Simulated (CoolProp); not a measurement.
Vapour-liquid equilibrium of R22 (1) + acetone (2) at 0.724 bar; x and y are mole fractions of (1).

Model: multi-fluid Helmholtz-energy mixture model, Kamei 1995 and Lemmon 2006; pair parameters Bell 2016, in CoolProp.

| x | bubble temperature, mixture model (K) | bubble temperature, Raoult's law (K) | y, mixture model | y, Raoult's law |
|---|---|---|---|---|
| 0.05 | 297.7 | 294.6 | 0.594 | 0.655 |
| 0.125 | 282.4 | 274.0 | 0.809 | 0.883 |
| 0.2 | 274.2 | 262.1 | 0.881 | 0.944 |
| 0.275 | 268.1 | 254.2 | 0.920 | 0.969 |
| 0.35 | 262.7 | 248.3 | 0.947 | 0.981 |
| 0.425 | 257.4 | 243.8 | 0.966 | 0.988 |
| 0.5 | 252.1 | 240.1 | 0.980 | 0.992 |
| 0.575 | 246.8 | 237.0 | 0.989 | 0.994 |
| 0.65 | 241.7 | 234.3 | 0.995 | 0.996 |
| 0.725 | 237.0 | 232.0 | 0.998 | 0.997 |
| 0.8 | 232.8 | 229.9 | 0.999 | 0.998 |
| 0.875 | 229.3 | 228.1 | 1.000 | 0.999 |
| 0.95 | 226.6 | 226.4 | 1.000 | 1.000 |

The largest gap from Raoult's law is +14.4 K in bubble temperature, at x = 0.35. No azeotrope shows between x = 0.05 and 0.95.

Pair parameters are fitted to limited data, so mixtures are less certain than the pure fluids. With so large a gap from Raoult's law the liquid may split in two, which this calculation doesn't test in full.
